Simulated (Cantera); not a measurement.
A closed system holds: 1 mol C, 0.97 mol O2, held at 64.0 Pa.

These are equilibrium values from Cantera (NASA tables, ideal gas, pure condensed phases), not measurements of a reactor. Candidate condensed phases: C; 23 gas species. Ions and electrons are included (thermal ionisation). Equilibrium is a limit: real reactors are often held back by kinetics, nucleation or transport.

x: gas mole fraction; nothing condenses.

```json
[
 {"T (°C)": "1727", "x CO2": "0.768", "x O": "0.00618", "x CO": "0.172", "x O2": "0.0546", "x C": "<1e-12"},
 {"T (°C)": "2227", "x CO2": "0.132", "x O": "0.211", "x CO": "0.522", "x O2": "0.136", "x C": "1.35e-12"},
 {"T (°C)": "2727", "x CO2": "0.00412", "x O": "0.466", "x CO": "0.519", "x O2": "0.0108", "x C": "3.94e-9"},
 {"T (°C)": "3227", "x CO2": "___", "x O": "0.483", "x CO": "0.516", "x O2": "___", "x C": "___"},
 {"T (°C)": "3727", "x CO2": "2.15e-5", "x O": "0.485", "x CO": "0.515", "x O2": "6.78e-5", "x C": "0.000227"},
 {"T (°C)": "4227", "x CO2": "___", "x O": "0.489", "x CO": "0.502", "x O2": "___", "x C": "___"},
 {"T (°C)": "4727", "x CO2": "7.03e-7", "x O": "0.540", "x CO": "0.352", "x O2": "3.80e-6", "x C": "0.107"}
]
```

**Question.** Complete the blanks.

**Answer.** 
- 4227, x CO2: 3.67e-6
- 4227, x O2: 1.24e-5
- 4227, x C: 0.00876
- 3227, x CO2: 0.000206
- 3227, x O2: 0.000615
- 3227, x C: 2.02e-6
